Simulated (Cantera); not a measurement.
# Chlorosilane synthesis and conversion: Si + H2 + HCl

Charge: 1 mol Si, 0.56 mol H2, 5.7 mol HCl, equilibrated at 2.70 bar.

These are equilibrium values from Cantera (NASA tables, ideal gas, pure condensed phases), not measurements of a reactor. Candidate condensed phases: Si; 19 gas species. The tables' values for SiCl3 are old estimates; treat these amounts as uncertain. Rates play no part.

```json
[
 {"T (K)": "950", "x H2": "0.485", "x HCl": "0.324", "x SiCl4": "0.189", "x SiCl3": "1.00e-5", "x SiHCl3": "0.00130", "x SiCl2": "1.77e-8", "x SiH2Cl2": "9.02e-7"},
 {"T (K)": "1000", "x H2": "0.485", "x HCl": "0.325", "x SiCl4": "0.188", "x SiCl3": "3.00e-5", "x SiHCl3": "0.00198", "x SiCl2": "1.16e-7", "x SiH2Cl2": "2.24e-6"},
 {"T (K)": "1050", "x H2": "0.484", "x HCl": "0.326", "x SiCl4": "0.187", "x SiCl3": "8.09e-5", "x SiHCl3": "0.00288", "x SiCl2": "6.33e-7", "x SiH2Cl2": "5.06e-6"},
 {"T (K)": "1100", "x H2": "0.482", "x HCl": "0.327", "x SiCl4": "0.186", "x SiCl3": "0.000198", "x SiHCl3": "0.00404", "x SiCl2": "2.93e-6", "x SiH2Cl2": "1.05e-5"},
 {"T (K)": "1150", "x H2": "0.481", "x HCl": "0.329", "x SiCl4": "0.184", "x SiCl3": "0.000445", "x SiHCl3": "0.00546", "x SiCl2": "1.17e-5", "x SiH2Cl2": "2.03e-5"},
 {"T (K)": "1200", "x H2": "0.479", "x HCl": "0.331", "x SiCl4": "0.182", "x SiCl3": "0.000926", "x SiHCl3": "0.00715", "x SiCl2": "4.14e-5", "x SiH2Cl2": "3.68e-5"},
 {"T (K)": "1250", "x H2": "0.476", "x HCl": "0.334", "x SiCl4": "0.179", "x SiCl3": "0.00180", "x SiHCl3": "0.00907", "x SiCl2": "0.000130", "x SiH2Cl2": "6.25e-5"},
 {"T (K)": "1300", "x H2": "0.472", "x HCl": "0.338", "x SiCl4": "0.175", "x SiCl3": "0.00329", "x SiHCl3": "0.0111", "x SiCl2": "0.000367", "x SiH2Cl2": "0.000100"},
 {"T (K)": "1350", "x H2": "0.468", "x HCl": "0.343", "x SiCl4": "0.169", "x SiCl3": "0.00563", "x SiHCl3": "0.0132", "x SiCl2": "0.000935", "x SiH2Cl2": "0.000151"},
 {"T (K)": "1400", "x H2": "0.461", "x HCl": "0.350", "x SiCl4": "0.162", "x SiCl3": "0.00908", "x SiHCl3": "0.0151", "x SiCl2": "0.00215", "x SiH2Cl2": "0.000212"},
 {"T (K)": "1450", "x H2": "0.453", "x HCl": "0.359", "x SiCl4": "0.153", "x SiCl3": "0.0137", "x SiHCl3": "0.0166", "x SiCl2": "0.00449", "x SiH2Cl2": "0.000279"},
 {"T (K)": "1500", "x H2": "0.442", "x HCl": "0.372", "x SiCl4": "0.141", "x SiCl3": "0.0194", "x SiHCl3": "0.0174", "x SiCl2": "0.00848", "x SiH2Cl2": "0.000340"}
]
```
x: gas mole fraction; nothing condenses.

From 950 K to 1500 K nothing is condensed. The main Si-bearing gas is SiCl4 throughout.
